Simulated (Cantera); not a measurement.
A perfectly stirred reactor is fed with H2 : O2 : N2 = 0.53 : 1 : 15 (molar parts), equivalence ratio 0.27, at 12000 Pa; it is held at 1375 K, and followed from long to short residence time.

Detailed kinetics in Cantera: the H2/O2 subset of GRI-Mech 3.0, which has no nitrogen chemistry.

Q: What does this change do: H2 0.53 to 0.18 parts?

A: 
| quantity | before | after |
|---|---|---|
| x(H2) at τ = 2.00 s | 7.04e-5 | 2.04e-5 |
| x(O2) at τ = 2.00 s | 0.0451 | 0.0565 |
| x(H) at τ = 2.00 s | 3.22e-5 | 1.12e-5 |
| x(OH) at τ = 2.00 s | 0.000322 | 0.000172 |
| x(HO2) at τ = 2.00 s | 5.01e-7 | 3.08e-7 |
| x(H2) at τ = 89.0 ms | 0.000509 | 0.000139 |
| x(O2) at τ = 89.0 ms | 0.0447 | 0.0560 |
| x(H) at τ = 89.0 ms | 0.000661 | 0.000219 |
| x(OH) at τ = 89.0 ms | 0.000879 | 0.000463 |
| x(HO2) at τ = 89.0 ms | 1.30e-6 | 9.19e-7 |

Q: What does this change do: 0.46 parts H2O added?

A: 
```
quantity                 before     after
---------------------  --------  --------
x(H2) at τ = 2.00 s     7.04e-5   8.61e-5
x(O2) at τ = 2.00 s      0.0451    0.0438
x(H) at τ = 2.00 s      3.22e-5   2.54e-5
x(OH) at τ = 2.00 s    0.000322  0.000360
x(HO2) at τ = 2.00 s    5.01e-7   5.14e-7
x(H2) at τ = 89.0 ms   0.000509  0.000640
x(O2) at τ = 89.0 ms     0.0447    0.0437
x(H) at τ = 89.0 ms    0.000661  0.000531
x(OH) at τ = 89.0 ms   0.000879  0.000988
x(HO2) at τ = 89.0 ms   1.30e-6   1.52e-6
```
